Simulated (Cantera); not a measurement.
What does this Cantera script print?

```python
import numpy as np
import cantera as ct

gas_names = """
    C CN CO CO2 C2 CCN CNC C2N2 C2O C3 C3O2 C4 C4N2 C5 N NCO NO NO2 NO3 N2 N2O O O2 O3 Si SiC SiC2 SiN
    SiO SiO2 Si2 Si2C Si2N Si3
""".split()
cond_names = """
    C(gr) Si(cr) Si(L) SiC(b) SiO2(Lqz) SiO2(hqz) SiO2(L) Si2N2O(s) Si3N4(a)
""".split()


# ... load() reads the species with a 1 bar reference pressure and builds the phases ...
atoms = {
    'Si3N4': {'Si': 3, 'N': 4},
    'CO2': {'C': 1, 'O': 2},
    'N2': {'N': 2},
}
top_T = {'C(gr)': 4500, 'SiC(b)': 3050, 'Si2N2O(s)': 2100, 'Si3N4(a)': 2400}  # K; cautious upper limits of use, not melting points


# ... equilibrate(T, P, feed) seeds the gas with the atoms and calls Mixture.equilibrate('TP', solver="vcs", rtol=1e-11, max_steps=5000) ...
results = []
feed = {'Si3N4': 1, 'CO2': 0.082, 'N2': 88}  # mol
T = 1425  # K
P = 480  # Pa
mix = equilibrate(T, P, feed)
results.append((T, P, feed, dict(zip(mix.species_names, mix.species_moles))))
x = sorted(zip(gas.X, gas.species_names), reverse=True)
print(f"T = {T:g} K  P = {P:g} Pa  gas = {mix.phase_moles(0):.4g} mol")
print("   x: " + "  ".join(f"{s} {v:.3e}" for v, s in x if v > 0.0001))
print("   condensed (mol): " + ("  ".join(f"{mix.phase(i).name} {mix.phase_moles(i):.4g}"
      for i in range(1, mix.n_phases) if mix.phase_moles(i) > 1e-12) or "none"))
```

It prints:

```
T = 1425 K  P = 480 Pa  gas = 88.11 mol
   x: N2 9.997e-01  CO 2.579e-04
   condensed (mol): SiC(b) 0.05928  Si2N2O(s) 0.141  Si3N4(a) 0.8862
```

Equilibrium computed with Cantera from the NASA thermochemical tables; the gas is ideal and each condensed phase is pure. Mutual solubility and eutectic melting of coexisting phases are not modelled.
